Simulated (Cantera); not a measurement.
## Tantalum, niobium, vanadium and zirconium in process gases: Ta(OEt)5 + CO2 + H2

A closed system holds: 1 mol Ta(OEt)5, 0.24 mol CO2, 17 mol H2, held at 1525 K and 1.00 bar.

Equilibrium computed with Cantera from the NASA thermochemical tables; the gas is ideal and each condensed phase is pure. Candidate condensed phases: C, C6H6, C7H8, C8H18, H2O, Ta, TaC, Ta2O5; 113 gas species. The feed counts by its element totals alone. TaC: taken at fixed stoichiometry. Condensed phases not in the tables: Ta2C. Equilibrium is a limit: real reactors are often held back by kinetics, nucleation or transport.

The x(H2) is 0.841, the x(CO) is 0.157 and the x(CH4) is 0.00162. The x(H2O) is 0.000190 and the x(H) comes out as 2.17e-5. The x(CO2) comes out as 1.31e-5 and the x(C2H2 (acetylene)) comes out as 1.02e-5. The x(C2H4) is 1.91e-6, the n(C(graphite)) is 3.71 mol and the n(TaC(s)) is 1.00 mol. The gas amount is 34.92 mol, the log10 activity of Ta(s) (absent) comes out as -4.81 and the log10 activity of Ta2O5(s) (absent) is -8.15.
